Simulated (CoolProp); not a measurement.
Computed with CoolProp (reference Helmholtz-energy equation of state, Zhou 2011).

Give the vapour pressure (bar), enthalpy of vaporisation (kJ/kg), vapour Z of saturated dimethyl carbonate at 242.45 °C.


```tsv
T (°C)	p (bar)	enthalpy of vaporisation (kJ/kg)	vapour Z
242.45	26.9	219	0.671
```
